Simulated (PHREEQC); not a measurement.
Solution (20 °C): 26 mmol/kgw MnSO4, 16 mmol/kgw NaHCO3 and 0.14 mmol/kgw Na2SO4. Closed to the air; pH follows from the charge balance.

Computed with PHREEQC (ion-association model, wateq4f.dat).

Precipitation was switched off in this run.

### Question
Order these Mn species by the share of Mn that they hold, largest first: MnCO3, Mn+2, MnSO4, MnHCO3+.

### Answer
Mn+2 (51 %), MnSO4 (26 %), MnHCO3+ (17 %), MnCO3 (5.6 %)

### Question
Order these S species by the share of S that they hold, largest first: SO4-2, MnSO4, NaSO4-.

### Answer
SO4-2 (72 %), MnSO4 (26 %), NaSO4- (2.2 %)

The pH is 7.05 and the ionic strength 0.0786 mol/kgw. Examples of supersaturated solids here: Rhodochrosite. Others may be too. Species that the database lacks are ignored.
